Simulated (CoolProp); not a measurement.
Vapour-liquid equilibrium of cis-2-butene (1) + ethanol (2) at 9.29 bar; x and y are mole fractions of (1).

The numbers come from the multi-fluid Helmholtz-energy mixture model, Lemmon 2005 and Schroeder 2014; pair parameters Bell 2016 in CoolProp.

```json
[
 {"x": "0.05", "bubble temperature (K)": "407.9", "y at the bubble point": "0.297", "dew temperature at overall composition x (K)": "419.0", "liquid density (mol/L)": "___"},
 {"x": "0.15", "bubble temperature (K)": "384.7", "y at the bubble point": "0.660", "dew temperature at overall composition x (K)": "414.8", "liquid density (mol/L)": "___"},
 {"x": "0.25", "bubble temperature (K)": "370.4", "y at the bubble point": "0.797", "dew temperature at overall composition x (K)": "410.2", "liquid density (mol/L)": "13.54"},
 {"x": "0.35", "bubble temperature (K)": "363.8", "y at the bubble point": "0.846", "dew temperature at overall composition x (K)": "405.2", "liquid density (mol/L)": "12.96"},
 {"x": "0.45", "bubble temperature (K)": "___", "y at the bubble point": "0.864", "dew temperature at overall composition x (K)": "399.6", "liquid density (mol/L)": "12.33"},
 {"x": "0.55", "bubble temperature (K)": "___", "y at the bubble point": "0.873", "dew temperature at overall composition x (K)": "393.1", "liquid density (mol/L)": "___"},
 {"x": "0.65", "bubble temperature (K)": "358.8", "y at the bubble point": "0.882", "dew temperature at overall composition x (K)": "385.5", "liquid density (mol/L)": "11.13"},
 {"x": "0.75", "bubble temperature (K)": "357.4", "y at the bubble point": "0.897", "dew temperature at overall composition x (K)": "376.0", "liquid density (mol/L)": "10.62"},
 {"x": "0.85", "bubble temperature (K)": "___", "y at the bubble point": "0.923", "dew temperature at overall composition x (K)": "___", "liquid density (mol/L)": "10.19"},
 {"x": "0.95", "bubble temperature (K)": "___", "y at the bubble point": "0.967", "dew temperature at overall composition x (K)": "354.5", "liquid density (mol/L)": "9.828"}
]
```

Task: What belongs in the gaps?

Result: 
- 0.05, liquid density (mol/L): 14.14
- 0.15, liquid density (mol/L): 13.95
- 0.45, bubble temperature (K): 361.1
- 0.55, bubble temperature (K): 359.8
- 0.55, liquid density (mol/L): 11.70
- 0.85, bubble temperature (K): 355.7
- 0.85, dew temperature at overall composition x (K): 363.2
- 0.95, bubble temperature (K): 353.9

No azeotrope shows between x = 0.05 and 0.95.

The pair parameters rest on a limited set of measurements; away from them the model extrapolates. With so large a gap from Raoult's law the liquid may split in two, which this calculation doesn't test in full.
